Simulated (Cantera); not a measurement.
An adiabatic, constant-volume homogeneous reactor starts with H2 : O2 : N2 : NO = 1 : 1.11 : 4.18 : 0.016 (molar parts), at 1748 K and 100000 Pa.

Model: GRI-Mech 3.0 (53 species, 325 reactions), integrated in Cantera.

x: mole fraction; the columns are a selection and need not sum to one.

```json
[
 {"t (s)": "2.00e-6", "T (K)": "1748", "P (bar)": "1.000", "x H2": "0.159", "x O2": "0.176", "x NO": "0.00254", "x N2": "0.663", "x N2O": "3.57e-9", "x NO2": "?"},
 {"t (s)": "5.97e-6", "T (K)": "1760", "P (bar)": "1.01", "x H2": "0.126", "x O2": "0.160", "x NO": "0.00254", "x N2": "0.663", "x N2O": "5.22e-8", "x NO2": "?"},
 {"t (s)": "1.78e-5", "T (K)": "2093", "P (bar)": "1.17", "x H2": "0.0186", "x O2": "0.0927", "x NO": "0.00262", "x N2": "0.676", "x N2O": "2.07e-7", "x NO2": "?"},
 {"t (s)": "5.32e-5", "T (K)": "2523", "P (bar)": "1.38", "x H2": "0.0124", "x O2": "0.0928", "x NO": "0.00284", "x N2": "0.695", "x N2O": "4.44e-7", "x NO2": "?"},
 {"t (s)": "0.000159", "T (K)": "2749", "P (bar)": "1.48", "x H2": "0.00725", "x O2": "0.0946", "x NO": "0.00402", "x N2": "0.705", "x N2O": "1.10e-6", "x NO2": "?"},
 {"t (s)": "0.000474", "T (K)": "2749", "P (bar)": "1.48", "x H2": "0.00708", "x O2": "0.0932", "x NO": "0.00742", "x N2": "0.704", "x N2O": "1.14e-6", "x NO2": "?"},
 {"t (s)": "0.00141", "T (K)": "2740", "P (bar)": "1.47", "x H2": "0.00699", "x O2": "0.0903", "x NO": "0.0141", "x N2": "0.701", "x N2O": "1.20e-6", "x NO2": "?"},
 {"t (s)": "0.00422", "T (K)": "2733", "P (bar)": "1.47", "x H2": "0.00691", "x O2": "0.0878", "x NO": "0.0197", "x N2": "0.698", "x N2O": "1.29e-6", "x NO2": "1.10e-5"},
 {"t (s)": "0.0126", "T (K)": "2732", "P (bar)": "1.47", "x H2": "0.00690", "x O2": "0.0876", "x NO": "0.0204", "x N2": "0.698", "x N2O": "1.30e-6", "x NO2": "1.13e-5"},
 {"t (s)": "0.0376", "T (K)": "2732", "P (bar)": "1.47", "x H2": "0.00690", "x O2": "0.0876", "x NO": "0.0204", "x N2": "0.698", "x N2O": "1.30e-6", "x NO2": "1.13e-5"},
 {"t (s)": "0.112", "T (K)": "2732", "P (bar)": "1.47", "x H2": "0.00690", "x O2": "0.0876", "x NO": "0.0204", "x N2": "0.698", "x N2O": "1.30e-6", "x NO2": "1.13e-5"},
 {"t (s)": "0.335", "T (K)": "2732", "P (bar)": "1.47", "x H2": "0.00690", "x O2": "0.0876", "x NO": "0.0204", "x N2": "0.698", "x N2O": "1.30e-6", "x NO2": "1.13e-5"},
 {"t (s)": "1.00", "T (K)": "2732", "P (bar)": "1.47", "x H2": "0.00690", "x O2": "0.0876", "x NO": "0.0204", "x N2": "0.698", "x N2O": "1.30e-6", "x NO2": "1.13e-5"}
]
```

Complete the blanks.


- 2.00e-6, x NO2: 1.99e-7
- 5.97e-6, x NO2: 2.64e-7
- 1.78e-5, x NO2: 5.38e-7
- 5.32e-5, x NO2: 9.70e-7
- 0.000159, x NO2: 2.27e-6
- 0.000474, x NO2: 4.21e-6
- 0.00141, x NO2: 7.95e-6
